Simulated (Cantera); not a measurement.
An adiabatic, constant-volume homogeneous reactor starts with 2.92 % CH₄, 10.8 % O₂, 86.3 % N₂, equivalence ratio 0.54, at 1525 K and 7500 Torr.

Detailed kinetics in Cantera: GRI-Mech 3.0 (53 species, 325 reactions).

One state of this run: T (K) = 2309; P (bar) = 15.2; x CH₄ = <1e-12; x O₂ = 0.0486; x C₂H₂ = <1e-12; x H₂O = 0.0571; x HCO = 3.83e-11; x CH₂CO = <1e-12. x: mole fraction; the columns are a selection and need not sum to one.

Task: Which value of t (s) does it belong to?
A. 3.99e-5
B. 9.51e-5
C. 0.00308
D. 7.00e-6

Result: C, 0.00308
